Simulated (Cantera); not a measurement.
Feed: 1 mol Cu, 3.9 mol F2, 4.4 mol N2, held at 1.13 Torr.

Method: chemical equilibrium by Gibbs-energy minimisation in Cantera with the NASA 1993 tables (ideal gas, pure condensed phases). Candidate condensed phases: Cu, CuF2; 11 gas species. Rates play no part.

Problem. At 625 °C, list the 5 most abundant gas species with their mole fractions, and the condensed phases.

Solution. N2 0.502, F 0.333, F2 0.164, CuF2 0.000247, NF3 0.000169. Condensed: CuF2(s).
